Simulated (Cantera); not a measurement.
# Thermodynamics of chemical vapour transport, feed MgO + H2O + O2

A closed system holds: 1 mol MgO, 2.8 mol H2O, 2.6 mol O2, held at 1025 K and 10.0 mbar.

These are equilibrium values from Cantera (NASA tables, ideal gas, pure condensed phases), not measurements of a reactor. Candidate condensed phases: H2O, Mg, MgO, Mg(OH)2; 15 gas species. The numbers say what is thermodynamically allowed, not how fast it happens.

```yaml
x(H2O): 0.519
x(O2): 0.481
x(OH): 1.64e-6
n(MgO(s)): 1.00 mol
gas_amount: 5.400 mol
log10 activity of Mg(l) (absent): -23.82
```
